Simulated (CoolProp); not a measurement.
Saturation properties of CHF3 (R23) (Tc = 26.1 °C, pc = 4.832 MPa, ω = 0.263).

The numbers come from the reference Helmholtz-energy equation of state, Penoncello 2003 in CoolProp.

```csv
T (°C),p (MPa),vapour density (kg/m³),enthalpy of vaporisation (kJ/kg),surface tension (mN/m)
-93.95,0.04818,2.326,248.8,?
-87.85,0.07144,3.361,244.1,18.0
-81.75,?,4.731,239.1,16.8
-75.75,0.1437,?,?,15.7
-69.65,0.1971,?,228.8,14.5
-63.55,?,11.55,223.3,13.4
-57.55,0.3479,14.99,217.6,12.3
-51.45,0.4512,19.28,211.5,11.2
-45.45,0.5742,?,205.1,10.1
-39.35,0.7237,30.70,198.3,9.04
-33.25,?,38.29,190.9,7.98
```

Fill in the missing entries.


- -93.95, surface tension (mN/m): 19.1
- -81.75, p (MPa): 0.1029
- -75.75, vapour density (kg/m³): 6.474
- -75.75, enthalpy of vaporisation (kJ/kg): 234.1
- -69.65, vapour density (kg/m³): 8.726
- -63.55, p (MPa): 0.2649
- -45.45, vapour density (kg/m³): 24.40
- -33.25, p (MPa): 0.9008

It boils at -82.0 °C under 1 atm.

Surface tension comes from a separate correlation (Mulero 2012).
